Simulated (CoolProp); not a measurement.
Computed with CoolProp (reference Helmholtz-energy equation of state, Lemmon 2016).

Question: Give the vapour pressure (bar), liquid density (kg/m³), enthalpy of vaporisation (kJ/kg) of saturated R365MFC at 374.7 K.

Answer: 
| T (K) | p (bar) | liquid density (kg/m³) | enthalpy of vaporisation (kJ/kg) |
|---|---|---|---|
| 374.7 | 6.09 | 1070 | 153 |
